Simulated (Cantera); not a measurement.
An isothermal, constant-pressure homogeneous reactor starts with H₂ : O₂ = 0.32 : 1 (molar parts), at 950 K and 930 Pa.

Computed with Cantera and the H2/O2 subset of GRI-Mech 3.0, which has no nitrogen chemistry. Radical loss at walls, strong at low pressure, is not modelled. The temperature is held fixed by assumption; the heat of reaction is taken as removed at once.

x: mole fraction; the columns are a selection and need not sum to one.

```csv
t (s),x H₂,x O₂,x OH,x H₂O₂,x H,x H₂O
0.000600,0.242,0.758,4.05e-11,<1e-12,3.24e-10,2.64e-10
0.00102,0.242,0.758,1.64e-10,<1e-12,1.25e-9,1.44e-9
0.00173,0.242,0.758,?,<1e-12,?,?
0.00294,0.242,0.758,5.19e-8,3.29e-12,3.91e-7,5.49e-7
0.00500,0.242,0.757,2.31e-5,9.56e-10,0.000173,0.000244
0.00849,?,0.678,?,2.70e-7,?,?
0.0144,0.0101,0.693,0.00381,2.93e-7,0.0443,0.228
0.0245,0.00373,0.715,0.00207,4.09e-7,0.00803,0.264
0.0416,0.00102,0.722,0.000856,4.10e-7,0.000824,0.273
0.0707,0.000288,0.724,0.000384,3.37e-7,9.14e-5,0.275
0.120,8.84e-5,0.724,0.000200,2.44e-7,1.36e-5,0.276
0.204,2.85e-5,0.724,0.000115,1.63e-7,2.56e-6,0.276
0.347,9.36e-6,0.724,7.06e-5,1.04e-7,5.71e-7,0.276
0.589,3.14e-6,0.724,4.51e-5,6.62e-8,1.46e-7,0.276
1.00,1.11e-6,0.724,2.99e-5,4.21e-8,4.19e-8,0.276
```

Complete the blanks.


- 0.00173, x OH: 1.42e-9
- 0.00173, x H: 1.07e-8
- 0.00173, x H₂O: 1.46e-8
- 0.00849, x H₂: 0.0513
- 0.00849, x OH: 0.00554
- 0.00849, x H: 0.0926
- 0.00849, x H₂O: 0.145
